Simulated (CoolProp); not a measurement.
C2F6 (R116) at 298.15 K and 0.569 MPa flows at 0.71 m/s in a round tube of 10 mm bore and 0.25 µm roughness, fully developed (64/Re and Nu = 3.66 if laminar; Colebrook and Gnielinski if turbulent). Each further row changes one setting.

The numbers come from the reference Helmholtz-energy equation of state, Lemmon 2006 in CoolProp. It is a short technical equation, of lower accuracy than the large ones.

```csv
case,Reynolds number,Darcy friction factor,pressure drop (Pa/m),heat-transfer coefficient (W/(m² K)),mass flow (kg/h)
as stated,17000,0.0270,23.0,69.7,6.77
velocity 1.42 m/s,33900,0.0229,77.9,121,13.5
diameter 20 mm,33900,0.0229,9.72,60.2,27.1
```

Viscosity comes from a separate model (Huber 2003), an estimate that may be off by 10 % or more. Thermal conductivity comes from a separate model (Huber 2003), an estimate that may be off by 10 % or more.
